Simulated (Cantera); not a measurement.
Input: 1 mol Al(CH3)3, 14 mol H2O, 1.3 mol N2, at 5.70 mbar.

Method: chemical equilibrium by Gibbs-energy minimisation in Cantera with the NASA 1993 tables (ideal gas, pure condensed phases). Candidate condensed phases: Al, AlN, Al2O3, C, C6H6, C7H8, C8H18, H2O; 148 gas species. The feed counts by its element totals alone. The numbers say what is thermodynamically allowed, not how fast it happens. All values below are at 1273 K.

Base state: H2 0.439, H2O 0.372, CO 0.0870, N2 0.0570, CO2 0.0445 (mole fractions); condensed: Al2O3(s).

What changes in the equilibrium state with this change: Al(CH3)3 replaced by AlCl3?


```json
[
 {"species": "H2O", "before": "0.372", "after": "0.744"},
 {"species": "HCl", "before": "0", "after": "0.178"},
 {"species": "N2", "before": "0.0570", "after": "0.0774"},
 {"species": "H2", "before": "0.439", "after": "0.000115"},
 {"species": "CO", "before": "0.0870", "after": "0"},
 {"species": "CO2", "before": "0.0445", "after": "0"},
 {"species": "Cl", "before": "0", "after": "0.000134"},
 {"species": "O2", "before": "<1e-9", "after": "2.09e-5"},
 {"species": "Al2O3(s), mol", "before": "0.500", "after": "0.500"}
]
```
Further candidate phases: AlCl3, NH4Cl.
